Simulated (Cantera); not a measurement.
## Stirred combustor or abatement burner

A perfectly stirred reactor is fed with CO : H₂ : CH₄ : O₂ : N₂ = 1 : 0.14 : 0.87 : 1.78 : 6.68 (molar parts), equivalence ratio 1.3, at 4.93 atm; it is adiabatic with a 325 K inlet, and is followed from long to short residence time, starting on the burning branch (τ in s: 0.27, 0.13, 0.061, 0.029, 0.014, 0.0066, 0.0031, 0.0015, 0.00071, 0.00034, 0.00016, 7.6e-05).

Model: GRI-Mech 3.0 (53 species, 325 reactions), integrated in Cantera.

```
τ (s)    T (K)    x CO    x H₂     x CH₄   x CH₂O    x HCO      x NO
-------  -----  ------  ------  --------  -------  -------  --------
0.27      2188  0.0784  0.0233   7.35e-6  2.32e-7  4.35e-8  0.000110
0.13      2187  0.0785  0.0233   1.22e-5  4.22e-7  5.14e-8  0.000130
0.061     2185  0.0785  0.0233   1.88e-5  7.48e-7  6.59e-8  0.000156
0.029     2183  0.0786  0.0233   2.67e-5  1.25e-6  9.11e-8  0.000187
0.014     2179  0.0786  0.0233   3.56e-5  1.99e-6  1.34e-7  0.000218
0.0066    2173  0.0788  0.0233   4.66e-5  3.11e-6  2.14e-7  0.000248
0.0031    2165  0.0791  0.0234   6.16e-5  4.77e-6  3.60e-7  0.000272
0.0015    2154  0.0795  0.0235   8.32e-5  7.17e-6  6.16e-7  0.000285
0.00071   2138  0.0802  0.0236  0.000119  1.10e-5  1.10e-6  0.000282
0.00034   2115  0.0814  0.0238  0.000181  1.70e-5  2.01e-6  0.000261
0.00016   2083  0.0834  0.0241  0.000301  2.78e-5  3.79e-6  0.000219
7.6e-5    2038  0.0870  0.0243  0.000559  4.92e-5  7.31e-6  0.000160
```
x: mole fraction; the columns are a selection and need not sum to one.
